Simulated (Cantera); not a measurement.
Cantera with NASA thermochemical tables; ideal gases at 1 bar, condensed phases pure. Values are per mole of reaction as written; species without (g) are pure solids or liquids, kept so even where they would boil at 1 bar.

**Question.** Between 1825 and 2725 K, where is each reaction favourable under standard conditions?
- Ti4O7 → 7 O(g) + 4 Ti

**Answer.** 
- Ti4O7 → 7 O(g) + 4 Ti: ΔG° is 3221 kJ at 1825 K and 2346 kJ at 2725 K; it stays positive (K < 1). ΔH° is 4944 kJ and ΔS° 953 J/K at 2725 K.
